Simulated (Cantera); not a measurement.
An adiabatic, constant-pressure homogeneous reactor starts with CH4 : H2 : O2 : N2 = 1 : 0.099 : 1.08 : 4.06 (molar parts), at 1148 K and 28.0 bar. Integrator tolerance rtol = 1e-08.

Computed with Cantera and GRI-Mech 3.0 (53 species, 325 reactions). The pressure lies above the range GRI-Mech 3.0 was tuned for (to about 10 atm).

| quantity | before | after |
|---|---|---|
| time of steepest temperature rise | 0.887 ms | 37.9 ms |
| temperature at 6.00 s | 2321 K | 2302 K |
| equilibrium temperature | 2321 K | 2302 K |
| x(CH4) at 6.00 s | 1.63e-8 (gas-phase equilibrium 1.80e-8) | 3.14e-11 (gas-phase equilibrium 3.56e-11) |
| x(H2) at 6.00 s | 0.151 (gas-phase equilibrium 0.151) | 0.150 (gas-phase equilibrium 0.150) |
| x(O2) at 6.00 s | 1.75e-7 (gas-phase equilibrium 1.75e-7) | 3.30e-6 (gas-phase equilibrium 3.30e-6) |
| x(H2O) at 6.00 s | 0.142 (gas-phase equilibrium 0.142) | 0.141 (gas-phase equilibrium 0.141) |
| x(C2H6) at 6.00 s | <1e-12 (gas-phase equilibrium <1e-12) | <1e-12 (gas-phase equilibrium <1e-12) |
| x(C2H4) at 6.00 s | <1e-12 (gas-phase equilibrium <1e-12) | <1e-12 (gas-phase equilibrium <1e-12) |
| x(H2O2) at 6.00 s | 1.46e-9 (gas-phase equilibrium 1.46e-9) | 1.25e-9 (gas-phase equilibrium 1.25e-9) |

Task: Name the change that produced these shifts.
A) pressure from 28.0 bar to 1.20 bar
B) pressure from 28.0 bar to 1.01 bar
C) initial temperature 1148 to 1125 K
D) O2 1.08 to 0.34 parts

Result: A, pressure from 28.0 bar to 1.20 bar
